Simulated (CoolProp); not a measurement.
Vapour-liquid equilibrium of trans-2-butene (1) + ethanol (2) at 5.88 bar; x and y are mole fractions of (1).

The numbers come from the multi-fluid Helmholtz-energy mixture model, Lemmon 2005 and Schroeder 2014; pair parameters Bell 2016 in CoolProp.

### Question
Give the bubble temperature and the first vapour's composition at x = 0.2, 0.575, 0.875. Is there an azeotrope?

### Answer
x = 0.2: 75.9 °C, y = 0.854; x = 0.575: 63.0 °C, y = 0.921; x = 0.875: 60.2 °C, y = 0.950. No azeotrope shows between x = 0.05 and 0.95.

Pair parameters are fitted to limited data, so mixtures are less certain than the pure fluids. With so large a gap from Raoult's law the liquid may split in two, which this calculation doesn't test in full.
